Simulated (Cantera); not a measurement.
A perfectly stirred reactor is fed with CO : H2 : O2 : N2 : CO2 = 1 : 0.69 : 0.971 : 3.65 : 0.086 (molar parts), equivalence ratio 0.87, at 0.720 atm; it is adiabatic with a 800 K inlet, and is followed from long to short residence time, starting on the burning branch (τ in s: 0.17, 0.051, 0.015, 0.0047, 0.0014, 0.00042, 0.00013, 3.8e-05, 1.2e-05).

Model: GRI-Mech 3.0 (53 species, 325 reactions), integrated in Cantera.

**Question.** Predict: blow-out, bracketed by the residence times tried; x(CO) at τ = 0.170 s; x(H2) at τ = 0.170 s; x(O2) at τ = 0.170 s; x(NO) at τ = 0.170 s; x(NO2) at τ = 0.170 s; x(CO) at τ = 1.40 ms; x(H2) at τ = 1.40 ms; x(O2) at τ = 1.40 ms; x(NO) at τ = 1.40 ms; x(NO2) at τ = 1.40 ms.

**Answer.** 
| Quantity | Result |
|---|---|
| blow-out, bracketed by the residence times tried | burning at 38.0 µs, out at 12.0 µs |
| x(CO) at τ = 0.170 s | 0.0321 |
| x(H2) at τ = 0.170 s | 0.00372 |
| x(O2) at τ = 0.170 s | 0.0333 |
| x(NO) at τ = 0.170 s | 0.00694 |
| x(NO2) at τ = 0.170 s | 2.14e-6 |
| x(CO) at τ = 1.40 ms | 0.0583 |
| x(H2) at τ = 1.40 ms | 0.00859 |
| x(O2) at τ = 1.40 ms | 0.0490 |
| x(NO) at τ = 1.40 ms | 0.000247 |
| x(NO2) at τ = 1.40 ms | 3.93e-8 |
